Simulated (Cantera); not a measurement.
A Cantera script and what it prints.

```python
import numpy as np
import cantera as ct

gas_names = """
    CL CL2 H HCL H2 Si SiCL SiCL2 SiCL3 SiCL4 SiH SiHCL3 SiH2 SiH2CL2 SiH3 SiH3CL SiH4 Si2 Si3
""".split()
cond_names = """
    Si(cr) Si(L)
""".split()


# ... load() reads the species with a 1 bar reference pressure and builds the phases ...
atoms = {
    'SiCl4': {'Si': 1, 'CL': 4},
    'Cl2': {'CL': 2},
    'H2': {'H': 2},
    'HCl': {'H': 1, 'CL': 1},
}
top_T = {}  # K; cautious upper limits of use, not melting points


# ... equilibrate(T, P, feed) seeds the gas with the atoms and calls Mixture.equilibrate('TP', solver="vcs", rtol=1e-11, max_steps=5000) ...
results = []
feed = {'SiCl4': 1, 'Cl2': 0.98, 'H2': 2.7, 'HCl': 0.73}  # mol
P = 13000  # Pa
for T in [923, 973, 1023, 1073, 1123, 1173, 1223, 1273]:
    mix = equilibrate(T, P, feed)
    results.append((T, P, feed, dict(zip(mix.species_names, mix.species_moles))))

top = {s: max(r[3][s] / sum(r[3][g] for g in gas_names) for r in results) for s in gas_names}
cols = sorted((s for s in top if top[s] > 0.001), key=lambda s: -top[s])[:7]
seen = [c for c in cond_names if any(r[3].get(c, 0) > 1e-12 for r in results)]
print("log10 of partial pressures in bar; condensed amounts in mol")
print(f"{'T/K':>10s}" + "".join(f"{s[:9]:>10s}" for s in cols + seen))
for T, P, feed, n in results:
    ng = sum(n[g] for g in gas_names)
    print(f"{T:10.4g}" + "".join(f"{np.log10(max(n[s] / ng * P / 1e5, 1e-99)):10.3f}" for s in cols)
          + "".join(f"{n.get(c, 0):10.4g}" for c in seen))
```

Result:

```
log10 of partial pressures in bar; condensed amounts in mol
       T/K       HCL        H2     SiCL4     SiCL3    SiHCL3     SiCL2
       923    -1.189    -1.384    -1.620    -5.797    -4.263    -8.369
       973    -1.189    -1.385    -1.621    -5.289    -4.067    -7.500
      1023    -1.189    -1.385    -1.622    -4.832    -3.891    -6.718
      1073    -1.188    -1.386    -1.623    -4.420    -3.733    -6.013
      1123    -1.187    -1.387    -1.626    -4.047    -3.591    -5.374
      1173    -1.186    -1.389    -1.630    -3.709    -3.465    -4.794
      1223    -1.184    -1.392    -1.637    -3.404    -3.355    -4.270
      1273    -1.181    -1.397    -1.648    -3.132    -3.263    -3.799
```

These are equilibrium values from Cantera (NASA tables, ideal gas, pure condensed phases), not measurements of a reactor. The tables' values for SiCl3 are old estimates; treat these amounts as uncertain.
